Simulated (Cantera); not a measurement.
# Transport properties of process gases

Gas mixture: 25.7 % CH3OH, 36.4 % C2H4, 37.9 % H2, at 0.0132 atm, frozen composition.

Cantera's kinetic-theory transport with the Lennard-Jones parameters of GRI-Mech 3.0, ideal gas; thermal conductivity in the mixture-averaged form. Polar gases are described roughly by these parameters. The composition is frozen, though it would react at the higher temperatures.

```csv
T (K),ρ (kg/m³),cp (J/kg/K),μ (µPa s),λ (mW/m/K),Pr,D (cm²/s) NH3,D (cm²/s) CO2,D (cm²/s) OH
400,0.00770,2263,13.7,76.4,0.407,29.7,21.7,44.1
500,0.00616,2555,16.9,97.4,0.443,45.8,33.0,65.5
600,0.00513,2823,19.8,119,0.471,64.9,46.2,90.1
700,0.00440,3052,22.6,140,0.492,86.7,61.1,118
800,0.00385,3242,25.2,162,0.506,111,77.5,148
900,0.00342,3408,27.7,183,0.517,138,95.5,180
1000,0.00308,3578,30.1,204,0.528,166,115,216
1100,0.00280,3716,32.3,224,0.535,197,135,253
1200,0.00257,3839,34.5,245,0.541,230,157,293
```
D: mixture-averaged diffusion coefficient of that species in the mixture.
